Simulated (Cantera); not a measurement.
An adiabatic, constant-volume homogeneous reactor starts with CH4 : O2 : N2 : CO2 = 1 : 2.99 : 11.2 : 0.42 (molar parts), at 1525 K and 1.00 atm. Integrator tolerance rtol = 1e-08.

Detailed kinetics in Cantera: GRI-Mech 3.0 (53 species, 325 reactions).

Question: What does this change do: constant pressure in place of constant volume?

Answer: 
```
quantity                                                              before                                      after
---------------------------------  -----------------------------------------  -----------------------------------------
time of steepest temperature rise                                   0.795 ms                                   0.829 ms
temperature at 0.600 s                                                2703 K                                     2551 K
equilibrium temperature                                               2703 K                                     2551 K
x(CH4) at 0.600 s                      <1e-12 (gas-phase equilibrium <1e-12)      <1e-12 (gas-phase equilibrium <1e-12)
x(O2) at 0.600 s                       0.0598 (gas-phase equilibrium 0.0598)      0.0600 (gas-phase equilibrium 0.0600)
x(CO2) at 0.600 s                      0.0683 (gas-phase equilibrium 0.0683)      0.0748 (gas-phase equilibrium 0.0748)
x(CH3) at 0.600 s                      <1e-12 (gas-phase equilibrium <1e-12)      <1e-12 (gas-phase equilibrium <1e-12)
x(HO2) at 0.600 s                    1.11e-5 (gas-phase equilibrium 1.11e-5)    6.85e-6 (gas-phase equilibrium 6.85e-6)
x(HCN) at 0.600 s                  2.06e-10 (gas-phase equilibrium 2.06e-10)  4.78e-11 (gas-phase equilibrium 4.78e-11)
```
